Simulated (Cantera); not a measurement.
Silicon oxide and oxynitride deposition: HMDSO + NO + N2

Feed: 1 mol HMDSO, a varied amount of NO, 21 mol N2, equilibrated at 1052 °C and 0.920 bar.

These are equilibrium values from Cantera (NASA tables, ideal gas, pure condensed phases), not measurements of a reactor. Candidate condensed phases: C, C6H6, C7H8, C8H18, H2O, Si, SiC, SiO2, Si2N2O, Si3N4; 151 gas species. The feed counts by its element totals alone. Mutual solubility and eutectic melting of coexisting phases are not modelled. The tables hold silica as quartz up to 1696 K and as liquid above; real silica turns to tridymite and cristobalite and melts near 1996 K. Gases not in the tables: Si(OH)4. Equilibrium is a limit: real reactors are often held back by kinetics, nucleation or transport.

At 1 mol NO the condensed part is C(graphite) + Si2N2O(s). At 4.5 mol NO the condensed part is C(graphite) + SiO2(β-quartz) + Si2N2O(s). At 8.1 mol NO the condensed part is C(graphite) + SiO2(β-quartz). From 12 mol NO to 22 mol NO the condensed part is SiO2(β-quartz).

```tsv
n(NO) (mol)	log p N2	log p H2	log p H2O	log p CO	log p CO2	log p CH4	log p HCN	n C(graphite)	n Si2N2O(s)	n SiO2(β-quartz)
1	-0.21	-0.57	-4.23	-1.52	-5.46	-3.31	-3.97	4.98	1.00	0
4.5	-0.21	-0.62	-3.98	-1.22	-4.86	-3.41	-4.00	3.76	0.242	1.52
8.1	-0.23	-0.68	-3.74	-0.92	-4.26	-3.53	-4.04	0.893	0	2.00
12	-0.23	-0.82	-1.33	-0.95	-1.72	-6.40	-6.69	0	0	2.00
15	-0.22	-0.99	-1.06	-1.06	-1.40	-7.28	-7.32	0	0	2.00
19	-0.21	-1.30	-0.88	-1.30	-1.15	-8.62	-8.19	0	0	2.00
22	-0.20	-1.74	-0.80	-1.68	-1.02	-10.41	-9.31	0	0	2.00
```
log p: log10 of the partial pressure in bar; n: condensed amount in mol.
